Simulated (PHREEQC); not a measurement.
**Nickel, zinc or cadmium bath (model solution)**

A solution holds 0.0032 mol/kgw CdSO4, 0.0054 mol/kgw NaOH and 0.00041 mol/kgw MnSO4, at 84 °C. Closed to the air; pH follows from the charge balance.

The numbers come from PHREEQC with the ion-association model, wateq4f.dat.

This is a speciation only: nothing precipitates in the calculation.

Task: Predict the pH.

Result: pH 9.81.

Task: In which forms is Mn present?

Result: MnOH+ 80 %, Mn+2 12 %, MnSO4 7.1 % of the Mn.

Away from 25 °C the constants follow the database's enthalpies or fits; those with neither stay at their 25 °C values.
